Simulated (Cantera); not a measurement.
Input (Python, Cantera) and output of one run.

```python
import numpy as np
import cantera as ct

gas_names = [...]  # 62 gases of nasa_gas.yaml made of B, F, H, N, O
cond_names = """
    B(b) B(L) BN(s) B2O3(L) B3O3H3(cr) H2O(s) H2O(L)
""".split()


# ... load() reads the species with a 1 bar reference pressure and builds the phases ...
atoms = {
    'BF3': {'B': 1, 'F': 3},
    'H2O': {'H': 2, 'O': 1},
    'N2': {'N': 2},
}
top_T = {'BN(s)': 3200}  # K; cautious upper limits of use, not melting points


# ... equilibrate(T, P, feed) seeds the gas with the atoms and calls Mixture.equilibrate('TP', solver="vcs", rtol=1e-11, max_steps=5000) ...
results = []
feed = {'BF3': 1, 'H2O': 0.48, 'N2': 11}  # mol
T = 950  # K
P = 4500  # Pa
mix = equilibrate(T, P, feed)
results.append((T, P, feed, dict(zip(mix.species_names, mix.species_moles))))
x = sorted(zip(gas.X, gas.species_names), reverse=True)
print(f"T = {T:g} K  P = {P:g} Pa  gas = {mix.phase_moles(0):.4g} mol")
print("   x: " + "  ".join(f"{s} {v:.3e}" for v, s in x if v > 0.0001))
print("   condensed (mol): " + ("  ".join(f"{mix.phase(i).name} {mix.phase_moles(i):.4g}"
      for i in range(1, mix.n_phases) if mix.phase_moles(i) > 1e-12) or "none"))
```

Output:

```
T = 950 K  P = 4500 Pa  gas = 12.56 mol
   x: N2 8.761e-01  BF3 6.177e-02  HF 3.583e-02  H2O 2.028e-02  B3O3F3 5.920e-03
   condensed (mol): none
```

Cantera equilibrium calculation (NASA polynomials, part measured and part estimated; ideal gas, pure solids and liquids).
